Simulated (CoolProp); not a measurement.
Nitrous oxide along the isobar 21.8 MPa: fugacity coefficient from the reference equation and from simpler models built on Tc = 309.5 K, pc = 7.245 MPa, ω = 0.161; each cubic takes its own stable root.

The numbers come from the reference Helmholtz-energy equation of state, Lemmon 2006 in CoolProp. It is a short technical equation, of lower accuracy than the large ones.

```tsv
T (K)	phase	reference
235.2	liquid	0.06284
247.9	liquid	0.09043
260.5	liquid	0.1238
273.2	liquid	0.1632
285.8	liquid	0.2074
298.4	liquid	0.2557
311.1	supercritical	0.3075
323.7	supercritical	0.3607
336.4	supercritical	0.4147
349	supercritical	0.4672
361.6	supercritical	0.5174
374.3	supercritical	0.5646
386.9	supercritical	0.6076
```

Question: How far does each simpler model (Redlich-Kwong, Peng-Robinson) lie from the reference over these 13 states: mean and median of the absolute difference, and the worst?

Answer: 
- Redlich-Kwong: mean 8.4 %, median 5.7 %, worst +24.4 % at 235.2 K and 21.8 MPa
- Peng-Robinson: mean 1.7 %, median 1.6 %, worst -2.1 % at 235.2 K and 21.8 MPa
